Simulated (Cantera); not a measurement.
Charge: 1 mol PbO, 0.29 mol O2, 88 mol H2, held at 977 °C and 2.60 mbar.

Method: chemical equilibrium by Gibbs-energy minimisation in Cantera with the NASA 1993 tables (ideal gas, pure condensed phases). Candidate condensed phases: H2O, Pb, PbO, PbO2, Pb3O4; 12 gas species. Equilibrium is a limit: real reactors are often held back by kinetics, nucleation or transport.

Base state: H2 0.971, H2O 0.0178, Pb 0.0112 (mole fractions); condensed: gas only.

**Question.** What changes in the equilibrium state with this change: O2 from 0.29 to 1.8 mol?

**Answer.** 
```csv
species,before,after
H2,0.971,0.937
H2O,0.0178,0.0517
Pb,0.0112,0.0112
```

**Question.** What changes in the equilibrium state with this change: PbO replaced by Pb?

**Answer.** 
```csv
species,before,after
H2,0.971,0.982
Pb,0.0112,0.0112
H2O,0.0178,0.00652
```
